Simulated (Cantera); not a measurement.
Charge: 1 mol CsCl, 2.2 mol H₂O, 23 mol H₂, at 1777 °C and 10000 Pa.

Equilibrium computed with Cantera from the NASA thermochemical tables; the gas is ideal and each condensed phase is pure. Candidate condensed phases: Cs, CsCl, CsOH, H₂O; 22 gas species. Kinetics and transport are ignored.

Base state: H₂ 0.867, H₂O 0.0829, CsCl 0.0330, H 0.00668, HCl 0.00488, Cs 0.00440, CsOH 0.000515, OH 6.98e-5 (mole fractions); condensed: gas only.

**Question.** What changes in the equilibrium state with this change: H₂ from 23 to 0.61 mol?

**Answer.** 
```json
[
 {"species": "H₂O", "before": "0.0829", "after": "0.564"},
 {"species": "CsCl", "before": "0.0330", "after": "0.247"},
 {"species": "H₂", "before": "0.867", "after": "0.156"},
 {"species": "HCl", "before": "0.00488", "after": "0.0139"},
 {"species": "O₂", "before": "1.59e-8", "after": "2.27e-5"},
 {"species": "Cs₂Cl₂", "before": "1.96e-6", "after": "0.000109"}
]
```

**Question.** What changes in the equilibrium state with this change: temperature from 1777 °C to 1725 °C?

**Answer.** 
```json
[
 {"species": "H₂", "before": "0.867", "after": "0.870"},
 {"species": "H₂O", "before": "0.0829", "after": "0.0831"},
 {"species": "CsCl", "before": "0.0330", "after": "0.0338"},
 {"species": "H", "before": "0.00668", "after": "0.00474"},
 {"species": "Cl", "before": "2.78e-5", "after": "1.70e-5"},
 {"species": "OH", "before": "6.98e-5", "after": "4.50e-5"},
 {"species": "Cs", "before": "0.00440", "after": "0.00373"}
]
```
